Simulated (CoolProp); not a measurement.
Computed with CoolProp (reference Helmholtz-energy equation of state, Leachman 2009).

Give the vapour pressure (kPa), liquid density (kg/m³), enthalpy of vaporisation (kJ/kg), vapour Z of saturated normal hydrogen at -249.55, -246.55 °C.


```tsv
T (°C)	p (kPa)	liquid density (kg/m³)	enthalpy of vaporisation (kJ/kg)	vapour Z
-249.55	236	66.8	425	0.836
-246.55	443	62.0	385	0.752
```
